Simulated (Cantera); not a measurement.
A closed system holds: 1 mol C2F6, 0.031 mol HCl, 2.5 mol H2, equilibrated at 927 °C and 13.0 Pa.

Cantera equilibrium calculation (NASA polynomials, part measured and part estimated; ideal gas, pure solids and liquids). Candidate condensed phases: C, C6H6, C7H8, C8H18; 118 gas species. The feed counts by its element totals alone. Gases not in the tables: C2F6 and larger saturated fluorocarbons. Rates play no part.

Question: What is the equilibrium state?

Answer: 
* **x(HF)**: 0.948
* **x(CF4)**: 0.0467
* **x(HCl)**: 0.00349
* **x(Cl)**: 0.00230
* **x(Cl2)**: 3.08e-5
* **x(CClF3)**: 9.40e-6
* **x(CF2)**: 2.93e-6
* **x(F)**: 1.33e-6
* **n(C(graphite))**: 1.75 mol
* **gas amount**: 5.290 mol
